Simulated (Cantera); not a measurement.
A Cantera script and what it prints.

```python
import numpy as np
import cantera as ct

gas_names = """
    H HNO HNO2 HNO3 HO2 H2 H2O H2O2 N NH NH2 NH3 NH2OH NO NO2 NO3 N2 N2H2 N2H4 N2O O OH O2 O3 Si SiH
    SiH2 SiH3 SiH4 SiN SiO SiO2 Si2 Si2N Si3
""".split()
cond_names = """
    H2O(s) H2O(L) Si(cr) Si(L) SiO2(Lqz) SiO2(hqz) SiO2(L) Si2N2O(s) Si3N4(a)
""".split()


def load(file, names, dense=False):
    # The tables refer to 1 bar. Condensed volumes are neglected.
    table = {s.name: s for s in ct.Species.list_from_file(file)}
    out = []
    for n in names:
        d = dict(table[n].input_data)
        d["thermo"] = dict(d["thermo"], **{"reference-pressure": 1e5})
        if dense:
            d["equation-of-state"] = {"model": "constant-volume", "density": "1e6 g/cm^3"}
        out.append(ct.Species.from_dict(d))
    return out


gas = ct.Solution(thermo="ideal-gas", species=load("nasa_gas.yaml", gas_names))
cond = {s.name: ct.Solution(thermo="fixed-stoichiometry", species=[s], name=s.name)
        for s in load("nasa_condensed.yaml", cond_names, dense=True)}
atoms = {
    'Si3N4': {'Si': 3, 'N': 4},
    'H2O': {'H': 2, 'O': 1},
    'H2': {'H': 2},
}
top_T = {'Si2N2O(s)': 2100, 'Si3N4(a)': 2400}  # K; cautious upper limits of use, not melting points


def equilibrate(T, P, feed):
    n = {}
    for name, mol in feed.items():
        for a, k in atoms[name].items():
            n[a] = n.get(a, 0.0) + k * mol
    gas.TPX = T, P, n
    mass = sum(n.values()) * gas.mean_molecular_weight
    gas.equilibrate("TP")
    valid = [c for c in cond.values() if c.min_temp <= T <= top_T.get(c.name, c.max_temp)]
    mix = ct.Mixture([(gas, mass / gas.mean_molecular_weight)] + [(c, 0.0) for c in valid])
    mix.T, mix.P = T, P
    mix.equilibrate("TP", solver="vcs", rtol=1e-11, max_steps=5000)
    return mix


results = []
feed = {'Si3N4': 1, 'H2O': 0.74, 'H2': 740}  # mol
P = 133.322  # Pa
for T in [1198, 1298, 1398, 1498, 1598, 1698, 1798, 1898, 1998, 2098]:
    mix = equilibrate(T, P, feed)
    results.append((T, P, feed, dict(zip(mix.species_names, mix.species_moles))))

top = {s: max(r[3][s] / sum(r[3][g] for g in gas_names) for r in results) for s in gas_names}
cols = sorted((s for s in top if top[s] > 0.001), key=lambda s: -top[s])[:7]
seen = [c for c in cond_names if any(r[3].get(c, 0) > 1e-12 for r in results)]
print("log10 of partial pressures in bar; condensed amounts in mol")
print(f"{'T/K':>10s}" + "".join(f"{s[:9]:>10s}" for s in cols + seen))
for T, P, feed, n in results:
    ng = sum(n[g] for g in gas_names)
    print(f"{T:10.4g}" + "".join(f"{np.log10(max(n[s] / ng * P / 1e5, 1e-99)):10.3f}" for s in cols)
          + "".join(f"{n.get(c, 0):10.4g}" for c in seen))
```

It prints:

```
log10 of partial pressures in bar; condensed amounts in mol
       T/K        H2         H        Si        N2    Si(cr)     Si(L) Si2N2O(s)  Si3N4(a)
      1198    -2.875    -8.159   -12.703    -6.353         0         0      0.74    0.5067
      1298    -2.875    -7.408   -10.391    -6.326   0.02268         0    0.7384    0.4996
      1398    -2.876    -6.763    -9.108    -5.620     1.596         0    0.6634         0
      1498    -2.877    -6.203    -7.998    -5.445     2.253         0         0         0
      1598    -2.877    -5.713    -7.029    -5.446     2.199         0         0         0
      1698    -2.879    -5.279    -6.183    -5.447         0     1.855         0         0
      1798    -2.882    -4.894    -5.511    -5.449         0    0.3994         0         0
      1898    -2.887    -4.551    -5.417    -5.451         0         0         0         0
      1998    -2.897    -4.243    -5.416    -5.456         0         0         0         0
      2098    -2.915    -3.969    -5.421    -5.465         0         0         0         0
```

Equilibrium computed with Cantera from the NASA thermochemical tables; the gas is ideal and each condensed phase is pure. Mutual solubility and eutectic melting of coexisting phases are not modelled. Gases not in the tables: Si2H6 and higher silanes.
